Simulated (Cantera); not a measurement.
A closed system holds: 1 mol SiCl4, 5 mol H2O, 16 mol N2, 2 mol O2, at 1650 K and 0.00180 bar.

Cantera equilibrium calculation (NASA polynomials, part measured and part estimated; ideal gas, pure solids and liquids). Candidate condensed phases: H2O, NH4Cl, Si, SiO2, Si2N2O, Si3N4; 47 gas species. The tables hold silica as quartz up to 1696 K and as liquid above; real silica turns to tridymite and cristobalite and melts near 1996 K. The numbers say what is thermodynamically allowed, not how fast it happens.

Base state: N2 0.636, HCl 0.139, H2O 0.129, O2 0.0735, Cl 0.0203, NO 0.00127, OH 0.00109, O 0.000166 (mole fractions); condensed: SiO2(β-quartz).

Question: What changes in the equilibrium state with this change: temperature from 1650 K to 1700 K?

Answer: 
```json
[
 {"species": "N2", "before": "0.636", "after": "0.635"},
 {"species": "HCl", "before": "0.139", "after": "0.135"},
 {"species": "H2O", "before": "0.129", "after": "0.130"},
 {"species": "Cl", "before": "0.0203", "after": "0.0240"},
 {"species": "O2", "before": "0.0735", "after": "0.0723"},
 {"species": "H", "before": "2.46e-5", "after": "5.26e-5"},
 {"species": "H2", "before": "0.000131", "after": "0.000229"},
 {"species": "O", "before": "0.000166", "after": "0.000283"},
 {"species": "OH", "before": "0.00109", "after": "0.00154"},
 {"species": "SiO2(β-quartz), mol", "before": "1.000", "after": "0"},
 {"species": "SiO2(condensed), mol", "before": "0", "after": "1.000"}
]
```

Question: What changes in the equilibrium state with this change: temperature from 1650 K to 875 K?

Answer: 
| species | before | after |
|---|---|---|
| N2 | 0.636 | 0.641 |
| HCl | 0.139 | 0.156 |
| H2O | 0.129 | 0.122 |
| Cl | 0.0203 | 5.09e-5 |
| O2 | 0.0735 | 0.0790 |
| O | 0.000166 | <1e-9 |
| H2 | 0.000131 | <1e-9 |
| OH | 0.00109 | 2.97e-8 |
| H | 2.46e-5 | <1e-9 |
| NO | 0.00127 | 3.60e-6 |
| SiO2(β-quartz), mol | 1.000 | 1.00 |

Question: What changes in the equilibrium state with this change: O2 from 2 to 0.61 mol?

Answer: 
| species | before | after |
|---|---|---|
| N2 | 0.636 | 0.674 |
| HCl | 0.139 | 0.153 |
| H2O | 0.129 | 0.134 |
| O2 | 0.0735 | 0.0212 |
| Cl | 0.0203 | 0.0161 |
| H2 | 0.000131 | 0.000254 |
| O | 0.000166 | 8.89e-5 |
| SiO2(β-quartz), mol | 1.000 | 1.000 |
